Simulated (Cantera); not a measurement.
Input: 1 mol B₂O₃, 12 mol H₂, 4.3 mol N₂, held at 2398.15 K and 0.133 bar.

Equilibrium computed with Cantera from the NASA thermochemical tables; the gas is ideal and each condensed phase is pure. Candidate condensed phases: B, BN, B₂O₃, B₃O₃H₃, H₂O; 39 gas species. Kinetics and transport are ignored.

Base state: H₂ 0.618, N₂ 0.242, H 0.0339, HBO 0.0302, HBO₂ 0.0301, BO 0.0173, B₂O₃ 0.0149, H₂O 0.0108 (mole fractions); condensed: gas only.

**Question.** What changes in the equilibrium state with this change: temperature from 2398.15 K to 1775 K?

**Answer.** 
| species | before | after |
|---|---|---|
| H₂ | 0.618 | 0.684 |
| N₂ | 0.242 | 0.253 |
| HBO₂ | 0.0301 | 0.0209 |
| H | 0.0339 | 0.000655 |
| BO | 0.0173 | 0.000342 |
| H₂O | 0.0108 | 0.00169 |
| HBO | 0.0302 | 0.0195 |
| B₂O₃ | 0.0149 | 0.0181 |
| B₃O₃H₃ | <1e-9 | 1.03e-5 |
| OH | 0.000109 | 1.01e-7 |
| B₂O₃(l), mol | 0 | 0.310 |
